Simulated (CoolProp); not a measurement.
A closed Brayton cycle with dry air: compressor inlet 326.15 K and 7.3 MPa, high pressure 23.3 MPa, turbine inlet 970 K, compressor efficiency 0.89, turbine efficiency 0.85, recuperator effectiveness 0.95 (on enthalpy, no pinch check). Each further row changes one setting.

Computed with CoolProp (reference Helmholtz-energy equation of state, Lemmon 2000). It is a pseudo-pure fit of the blend.

```json
[
 {"case": "as stated", "thermal efficiency (%)": "36.1", "net work (kJ/kg)": "97.2", "compressor to turbine work": "0.61", "compressor exit (K)": "471.9", "turbine exit (K)": "756.9"},
 {"case": "turbine inlet 920 K", "thermal efficiency (%)": "33.2", "net work (kJ/kg)": "84.3", "compressor to turbine work": "0.64", "compressor exit (K)": "471.9", "turbine exit (K)": "716.1"},
 {"case": "compressor inlet 336.15 K", "thermal efficiency (%)": "34.5", "net work (kJ/kg)": "92.2", "compressor to turbine work": "0.63", "compressor exit (K)": "486.1", "turbine exit (K)": "756.9"},
 {"case": "high pressure 19.8 MPa", "thermal efficiency (%)": "37.8", "net work (kJ/kg)": "91.1", "compressor to turbine work": "0.58", "compressor exit (K)": "448.6", "turbine exit (K)": "783.5"},
 {"case": "recuperator effectiveness 0.5", "thermal efficiency (%)": "23.9", "net work (kJ/kg)": "97.2", "compressor to turbine work": "0.61", "compressor exit (K)": "471.9", "turbine exit (K)": "756.9"}
]
```
